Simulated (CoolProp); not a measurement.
Methane along the isotherm 214 K: Z from the reference equation and from simpler models built on Tc = 190.6 K, pc = 4.599 MPa, ω = 0.011; each cubic takes its own stable root.

Computed with CoolProp (reference Helmholtz-energy equation of state, Setzmann 1991).

| p (MPa) | phase | reference | van der Waals | Redlich-Kwong | Peng-Robinson |
|---|---|---|---|---|---|
| 2.87 | gas | 0.8377 | 0.8420 | 0.8352 | 0.8163 |
| 5.75 | supercritical | 0.6278 | 0.6099 | 0.6305 | 0.6007 |
| 8.62 | supercritical | 0.4308 | 0.4653 | 0.4686 | 0.4383 |
| 11.5 | supercritical | 0.4418 | 0.5290 | 0.4821 | 0.4438 |
| 14.4 | supercritical | 0.4982 | 0.6118 | 0.5343 | 0.4882 |
| 17.2 | supercritical | 0.5599 | 0.6946 | 0.5921 | 0.5390 |
| 20.1 | supercritical | 0.6256 | 0.7807 | 0.6539 | 0.5939 |
| 23 | supercritical | 0.6914 | 0.8664 | 0.7162 | 0.6495 |
| 25.9 | supercritical | 0.7569 | 0.9514 | 0.7783 | 0.7050 |
| 28.7 | supercritical | 0.8196 | 1.033 | 0.8378 | 0.7584 |
| 31.6 | supercritical | 0.8840 | 1.116 | 0.8990 | 0.8133 |
| 34.5 | supercritical | 0.9476 | 1.199 | 0.9596 | 0.8677 |
| 37.4 | supercritical | 1.011 | 1.282 | 1.020 | 0.9218 |
| 40.2 | supercritical | 1.071 | 1.361 | 1.077 | 0.9736 |
| 43.1 | supercritical | 1.133 | 1.442 | 1.136 | 1.027 |
| 46 | supercritical | 1.194 | 1.523 | 1.195 | 1.080 |
